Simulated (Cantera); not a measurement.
A perfectly stirred reactor is fed with H₂ : O₂ : N₂ = 1.1 : 1 : 6.5 (molar parts), equivalence ratio 0.55, at 75.0 Torr; it is held at 925 K, and followed from long to short residence time.

Model: the H2/O2 subset of GRI-Mech 3.0, which has no nitrogen chemistry, integrated in Cantera. Radical loss at walls, strong at low pressure, is not modelled. Below about 950 K walls govern HO2 and H2O2 in real vessels. The temperature is held fixed by assumption; the heat of reaction is taken as removed at once.

Q: Predict: x(H₂) at τ = 2.60 s; x(O₂) at τ = 2.60 s; x(OH) at τ = 2.60 s; x(H₂O₂) at τ = 2.60 s; x(O) at τ = 2.60 s; x(H₂) at τ = 29.0 ms; x(O₂) at τ = 29.0 ms; x(OH) at τ = 29.0 ms; x(H₂O₂) at τ = 29.0 ms; x(O) at τ = 29.0 ms.

A: 
```
Item                       Value
----------------------  --------
x(H₂) at τ = 2.60 s      0.00103
x(O₂) at τ = 2.60 s       0.0564
x(OH) at τ = 2.60 s      4.04e-5
x(H₂O₂) at τ = 2.60 s    4.67e-7
x(O) at τ = 2.60 s       3.45e-5
x(H₂) at τ = 29.0 ms      0.0110
x(O₂) at τ = 29.0 ms      0.0611
x(OH) at τ = 29.0 ms    0.000301
x(H₂O₂) at τ = 29.0 ms   4.67e-7
x(O) at τ = 29.0 ms     0.000487
```
